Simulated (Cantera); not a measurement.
A closed system holds: 1 mol Si, 0.6 mol F2, held at 825 °C and 0.158 Torr.

Method: chemical equilibrium by Gibbs-energy minimisation in Cantera with the NASA 1993 tables (ideal gas, pure condensed phases). Candidate condensed phases: Si; 9 gas species. The tables' values for SiF3, SiF2 are old estimates; treat these amounts as uncertain. Rates play no part.

Base state: SiF4 0.980, SiF3 0.0195, SiF2 0.000575 (mole fractions); condensed: Si(s).

### Question
What changes in the equilibrium state with this change: F2 from 0.6 to 6.9 mol?

### Answer
```csv
species,before,after
F,<1e-9,0.904
SiF4,0.980,0.0929
F2,<1e-9,0.00303
SiF3,0.0195,<1e-9
SiF2,0.000575,<1e-9
"Si(s), mol",0.698,0
```

### Question
What changes in the equilibrium state with this change: 0.0036 mol NH3 added?

### Answer
| species | before | after |
|---|---|---|
| SiF4 | 0.980 | 0.962 |
| SiF3 | 0.0195 | 0.0192 |
| H2 | 0 | 0.0167 |
| SiHF3 | 0 | 0.00165 |
| HF | 0 | 9.09e-5 |
| SiF2 | 0.000575 | 0.000569 |
| Si(s), mol | 0.698 | 0.696 |
| Si3N4(s), mol | 0 | 0.000899 |
Mutual solubility and eutectic melting of coexisting phases are not modelled. Further candidate phases: Si3N4.
